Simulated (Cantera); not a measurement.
An isothermal, constant-pressure homogeneous reactor starts with CH4 : H2 : O2 = 0.0021 : 1 : 0.015 (molar parts), equivalence ratio 34, at 2723 K and 0.0950 bar.

Cantera simulation using GRI-Mech 3.0 (53 species, 325 reactions); the numbers are that mechanism's predictions, not measurements.

One state of this run: x CH4 = <1e-12; x H2 = 0.793; x O2 = 2.43e-6; x C2H = <1e-12; x CO2 = 8.29e-6; x CH2 = <1e-12. x: mole fraction; the columns are a selection and need not sum to one.

### Question
Which value of t (s) does it belong to?
A. 8.13e-5
B. 7.00e-6
C. 2.39e-5
D. 5.05

### Answer
D, 5.05
